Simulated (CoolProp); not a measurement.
Saturated liquid density (kg/m³) of acetone: the reference equation beside estimates from Tc = 235.0 °C, pc = 4.692 MPa, ω = 0.307.

Values from CoolProp's reference Helmholtz-energy equation of state, Lemmon 2006. It is a short technical equation, of lower accuracy than the large ones.

| T (°C) | reference | Redlich-Kwong | Soave-Redlich-Kwong |
|---|---|---|---|
| 27.05 | 782.3 | 589.6 | 611.6 |
| 36.25 | 771.9 | 581.2 | 604.0 |
| 45.35 | 761.5 | 572.5 | 596.2 |
| 54.45 | 750.9 | 563.6 | 588.1 |
| 63.65 | 739.9 | 554.2 | 579.5 |
| 72.75 | 728.8 | 544.6 | 570.5 |
| 81.95 | 717.3 | 534.5 | 561.1 |
| 91.05 | 705.7 | 524.1 | 551.2 |
| 100.15 | 693.6 | 513.3 | 540.9 |
| 109.35 | 681.1 | 501.9 | 529.8 |
| 118.45 | 668.2 | 490.2 | 518.3 |
| 127.65 | 654.7 | 477.8 | 505.9 |
| 136.75 | 640.8 | 464.9 | 493.0 |
| 145.85 | 626.2 | 451.4 | 479.2 |
| 155.05 | 610.6 | 436.9 | 464.3 |

Absolute difference from the reference over all 15 rows, mean and median: Redlich-Kwong 26.0 and 25.7 %, Soave-Redlich-Kwong 22.3 and 21.9 %.
